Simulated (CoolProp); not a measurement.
Acetone along the isobar 1.07 MPa: density (kg/m³) from the reference equation and from simpler models built on Tc = 235.0 °C, pc = 4.692 MPa, ω = 0.307; each cubic takes its own stable root.

Computed with CoolProp (reference Helmholtz-energy equation of state, Lemmon 2006). It is a short technical equation, of lower accuracy than the large ones.

```csv
T (°C),phase,reference
20.55,liquid,790.6
37.35,liquid,771.8
54.15,liquid,752.5
70.85,liquid,732.5
87.65,liquid,711.5
104.35,liquid,689.4
121.15,liquid,665.5
137.95,liquid,639.5
154.65,gas,21.82
171.45,gas,20.14
188.15,gas,18.84
```

How far does each simpler model (van der Waals, Redlich-Kwong) lie from the reference over these 11 states: mean and median of the absolute difference, and the worst?


- van der Waals: mean 50.5 %, median 48.7 %, worst -96.7 % at 137.95 °C and 1.07 MPa
- Redlich-Kwong: mean 26.2 %, median 24.8 %, worst -96.6 % at 137.95 °C and 1.07 MPa

At some of these states van der Waals, Redlich-Kwong gives the other phase, because its saturation line lies elsewhere.
